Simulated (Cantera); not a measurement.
An isothermal, constant-pressure homogeneous reactor starts with H₂ : O₂ : N₂ = 0.062 : 1 : 2.4 (molar parts), at 1400 K and 0.0263 atm. Integrator tolerance rtol = 1e-08.

Computed with Cantera and the H2/O2 subset of GRI-Mech 3.0, which has no nitrogen chemistry. Radical loss at walls, strong at low pressure, is not modelled.

Problem. What does this change do: pressure from 0.0263 atm to 0.00138 atm?

Solution. 
```tsv
quantity	before	after
x(H₂) at 30.0 s	9.64e-8 (gas-phase equilibrium 9.46e-8)	0.000141 (gas-phase equilibrium 4.13e-7)
x(O₂) at 30.0 s	0.282 (gas-phase equilibrium 0.282)	0.279 (gas-phase equilibrium 0.282)
x(H₂O) at 30.0 s	0.0181 (gas-phase equilibrium 0.0181)	0.0169 (gas-phase equilibrium 0.0180)
x(H) at 30.0 s	9.49e-9 (gas-phase equilibrium 9.23e-9)	0.000563 (gas-phase equilibrium 8.41e-8)
x(OH) at 30.0 s	3.53e-5 (gas-phase equilibrium 3.50e-5)	0.00134 (gas-phase equilibrium 7.30e-5)
x(H₂O₂) at 30.0 s	1.78e-10 (gas-phase equilibrium 1.75e-10)	1.33e-9 (gas-phase equilibrium 4.01e-11)
x(O) at 30.0 s	3.16e-6 (gas-phase equilibrium 3.10e-6)	0.00487 (gas-phase equilibrium 1.35e-5)
```
